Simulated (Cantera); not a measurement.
A closed system holds: 1 mol H₂S, 5 mol H₂, a varied amount of N₂, at 3148.15 K and 0.00150 bar.

Method: chemical equilibrium by Gibbs-energy minimisation in Cantera with the NASA 1993 tables (ideal gas, pure condensed phases). Candidate condensed phases: S; 15 gas species. Kinetics and transport are ignored.

Problem. At 20 mol N₂, list the 6 most abundant gas species with their mole fractions, and the condensed phases.

Solution. N₂ 0.608, H 0.358, S 0.0303, H₂ 0.00324, N 0.000697, SH 6.23e-5. Condensed: gas only.
